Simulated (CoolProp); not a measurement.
trans-2-butene at several states: Z from the reference equation and from simpler models built on Tc = 428.6 K, pc = 4019 kPa, ω = 0.210; each cubic takes its own stable root.

The numbers come from the reference Helmholtz-energy equation of state, Lemmon 2005 in CoolProp. It is a short technical equation, of lower accuracy than the large ones.

```
T (K)  p (kPa)   phase  reference  van der Waals  Soave-Redlich-Kwong
-----  -------  ------  ---------  -------------  -------------------
260.4    20400  liquid          ?              ?                    ?
352.3      180     gas          ?         0.9784               0.9713
228.8    18800  liquid          ?          1.289                    ?
```

**Question.** What belongs in the gaps?

**Answer.** 
- 260.4, reference: 0.7993
- 260.4, van der Waals: 1.259
- 260.4, Soave-Redlich-Kwong: 0.8691
- 352.3, reference: 0.9695
- 228.8, reference: 0.8042
- 228.8, Soave-Redlich-Kwong: 0.8815
